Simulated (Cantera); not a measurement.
Input: 1 mol Fe, 0.59 mol HCl, 0.083 mol O2, at 1148.15 K and 0.100 bar.

Method: chemical equilibrium by Gibbs-energy minimisation in Cantera with the NASA 1993 tables (ideal gas, pure condensed phases). Candidate condensed phases: Fe, FeCl2, FeCl3, FeO, Fe(OH)2, Fe(OH)3, Fe2O3, Fe3O4, H2O; 22 gas species. Mutual solubility and eutectic melting of coexisting phases are not modelled. The tables' stoichiometric FeO is somewhat more stable than real wüstite, so its field is too wide. FeO: taken at fixed stoichiometry. Equilibrium is a limit: real reactors are often held back by kinetics, nucleation or transport.

**Question.** What is the equilibrium state?

**Answer.** 
```
Property                                    Value
-------------------------------------  ----------
x(HCl)                                      0.438
x(FeCl2)                                    0.268
x(H2)                                       0.228
x(H2O)                                     0.0572
x(Fe2Cl4)                                 0.00894
x(FeCl3)                                  9.26e-5
n(Fe(α))                                0.701 mol
n(FeO(s))                               0.133 mol
gas amount                             0.5847 mol
log10 activity of FeCl2(l) (absent)         -0.81
log10 activity of Fe(OH)2(s) (absent)       -7.38
log10 activity of Fe(OH)3(s) (absent)      -13.60
```
